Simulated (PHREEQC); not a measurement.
Make-up at 69 °C: 0.021 mol NH4Cl and 0.013 mol NaF per kg of water. Closed to the air; pH follows from the charge balance.

Equilibrium calculation in PHREEQC: ion-association model, wateq4f.dat.

```json
[
 {"quantity": "pH", "before": "5.72", "after": "4.45"},
 {"quantity": "NH3 (mol/kgw)", "before": "7.67e-5", "after": "4.10e-6"},
 {"quantity": "HF (mol/kgw)", "before": "7.06e-5", "after": "0.00132"},
 {"quantity": "NaF (mol/kgw)", "before": "6.51e-5", "after": "6.48e-5"},
 {"quantity": "HF2- (mol/kgw)", "before": "4.01e-6", "after": "7.46e-5"},
 {"quantity": "H2F2 (mol/kgw)", "before": "2.37e-9", "after": "8.28e-7"},
 {"quantity": "SI of Halite (NaCl)", "before": "-5.40", "after": "-5.40"}
]
```

**Question.** What was changed between the two runs?
A) NaF from 0.013 to 0.026 mol/kgw
B) temperature from 69 to 90 °C
C) 0.00027 mol/kgw H2SiF6 added
D) temperature from 69 to 75 °C

**Answer.** C, 0.00027 mol/kgw H2SiF6 added

Precipitation was switched off in this run. Constants without temperature data keep their 25 °C values here. SiF6-2 is the database's only silicon fluoride.
